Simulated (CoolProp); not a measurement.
A single-stage vapour-compression cycle with R407C: evaporating at 219.15 K (dew point), condensing at 258.15 K (bubble point), superheat 2 K, subcooling 2 K, compressor efficiency 0.8, no pressure losses. Each further row changes one setting.

Values from CoolProp's reference Helmholtz-energy equation of state, Lemmon 2003. It is a pseudo-pure fit of the blend.

```json
[
 {"case": "as stated", "cooling COP": "3.21", "pressure ratio": "8.47", "discharge temperature (K)": "309.0", "refrigerating effect (kJ/kg)": "204", "volumetric capacity (kJ/m³)": "391"},
 {"case": "evaporating temperature 224.15 K", "cooling COP": "3.77", "pressure ratio": "6.36", "discharge temperature (K)": "302.6", "refrigerating effect (kJ/kg)": "207", "volumetric capacity (kJ/m³)": "518"},
 {"case": "condensing temperature 253.15 K", "cooling COP": "3.67", "pressure ratio": "7.02", "discharge temperature (K)": "300.8", "refrigerating effect (kJ/kg)": "211", "volumetric capacity (kJ/m³)": "404"},
 {"case": "subcooling 7 K", "cooling COP": "3.31", "pressure ratio": "8.47", "discharge temperature (K)": "309.0", "refrigerating effect (kJ/kg)": "211", "volumetric capacity (kJ/m³)": "404"},
 {"case": "superheat 12 K", "cooling COP": "3.17", "pressure ratio": "8.47", "discharge temperature (K)": "320.5", "refrigerating effect (kJ/kg)": "212", "volumetric capacity (kJ/m³)": "386"},
 {"case": "compressor efficiency 0.7", "cooling COP": "2.81", "pressure ratio": "8.47", "discharge temperature (K)": "319.2", "refrigerating effect (kJ/kg)": "204", "volumetric capacity (kJ/m³)": "391"}
]
```
